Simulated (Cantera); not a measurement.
A Cantera script and its output.

```python
import numpy as np
import cantera as ct

gas = ct.Solution("gri30.yaml")
gas.TPX = 1850, 630000, {'CH4': 1, 'H2O': 0.3, 'H2': 0.097}
reactor = ct.IdealGasConstPressureReactor(gas, energy="off", clone=False)
net = ct.ReactorNet([reactor])
net.rtol, net.atol = 1e-08, 1e-18
show = ['CH4', 'H2O', 'H2', 'O2', 'HO2', 'C2H2', 'CH2O']
times = np.geomspace(0.0003, 2, 14)

steps = ct.SolutionArray(gas, extra=["t"])
rows = []
print(f"{'t/s':>10s}{'T/K':>9s}{'P/Pa':>11s}" + "".join(f"{s:>11s}" for s in show))
for t in times:
    while net.time < t:
        t_next = net.step()
        steps.append(gas.state, t=t_next)
    rows.append([np.interp(t, steps.t, y) for y in (steps.T, steps.P, *steps(*show).X.T)])
    print(f"{t:10.3e}{rows[-1][0]:9.1f}{rows[-1][1]:11.4g}" + "".join(f"{x:11.3e}" for x in rows[-1][2:]))
rate = np.gradient(steps.T, steps.t)
print("integrator steps:", len(steps.t))
if steps.T.max() > steps.T[0] + 200:
    print(f"time of steepest temperature rise: {steps.t[rate.argmax()]:.4e} s")
gas.TPX = 1850, 630000, {'CH4': 1, 'H2O': 0.3, 'H2': 0.097}
gas.equilibrate("TP")
print(f"equilibrium (TP): T = {gas.T:.1f} K  " + "  ".join(f"{s} {gas[s].X[0]:.3e}" for s in show))
```

It prints:

```
       t/s      T/K       P/Pa        CH4        H2O         H2         O2        HO2       C2H2       CH2O
 3.000e-04   1850.0    6.3e+05  3.255e-01  1.666e-01  3.891e-01  4.759e-11  1.449e-13  9.966e-02  7.150e-06
 5.906e-04   1850.0    6.3e+05  2.278e-01  1.523e-01  4.736e-01  3.006e-11  1.236e-13  1.308e-01  4.237e-06
 1.163e-03   1850.0    6.3e+05  1.497e-01  1.397e-01  5.414e-01  2.115e-11  1.109e-13  1.527e-01  2.456e-06
 2.289e-03   1850.0    6.3e+05  9.644e-02  1.279e-01  5.898e-01  1.631e-11  1.010e-13  1.650e-01  1.441e-06
 4.505e-03   1850.0    6.3e+05  6.817e-02  1.149e-01  6.204e-01  1.284e-11  8.709e-14  1.674e-01  9.291e-07
 8.869e-03   1850.0    6.3e+05  5.865e-02  9.781e-02  6.404e-01  9.244e-12  6.414e-14  1.607e-01  6.911e-07
 1.746e-02   1850.0    6.3e+05  5.627e-02  7.460e-02  6.595e-01  5.354e-12  3.679e-14  1.477e-01  5.289e-07
 3.437e-02   1850.0    6.3e+05  5.425e-02  4.735e-02  6.814e-01  2.161e-12  1.455e-14  1.319e-01  3.854e-07
 6.765e-02   1850.0    6.3e+05  5.213e-02  2.233e-02  7.016e-01  4.844e-13  3.181e-15  1.173e-01  2.855e-07
 1.332e-01   1850.0    6.3e+05  5.059e-02  6.202e-03  7.147e-01  3.774e-14  2.430e-16  1.079e-01  2.361e-07
 2.622e-01   1850.0    6.3e+05  5.002e-02  6.014e-04  7.192e-01  3.591e-16  2.281e-18  1.046e-01  2.216e-07
 5.161e-01   1850.0    6.3e+05  4.996e-02  1.139e-05  7.197e-01  1.918e-19  8.944e-22  1.043e-01  2.202e-07
 1.016e+00   1850.0    6.3e+05  4.996e-02  4.962e-06  7.197e-01  5.509e-20  1.906e-22  1.043e-01  2.202e-07
 2.000e+00   1850.0    6.3e+05  4.996e-02  4.962e-06  7.197e-01  5.508e-20  1.905e-22  1.043e-01  2.202e-07
integrator steps: 1657
equilibrium (TP): T = 1850.0 K  CH4 4.996e-02  H2O 5.017e-06  H2 7.197e-01  O2 5.615e-20  HO2 1.945e-22  C2H2 1.043e-01  CH2O 2.202e-07
```

Detailed kinetics in Cantera: GRI-Mech 3.0 (53 species, 325 reactions). GRI-Mech 3.0 stops at C3 and has no aromatics, soot or wall deposition, so with more carbon than oxygen in the feed, carbon stays in small species such as C2H2 where larger ones or solid carbon would form.
